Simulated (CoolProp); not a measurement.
Values from CoolProp's reference Helmholtz-energy equation of state, Tillner-Roth 1997.

### Question
Give the vapour pressure (bar), liquid density (kg/m³), vapour density (kg/m³), liquid cp (kJ/(kg K)) of saturated CH2F2 (R32) at -107.15, -90.35, -39.95 °C.

### Answer
```
T (°C)   p (bar)  liquid density (kg/m³)  vapour density (kg/m³)  liquid cp (kJ/(kg K))
-------  -------  ----------------------  ----------------------  ---------------------
-107.15   0.0194                    1360                  0.0733                   1.56
-90.35    0.0863                    1310                   0.298                   1.56
-39.95      1.78                    1180                    5.08                   1.61
```
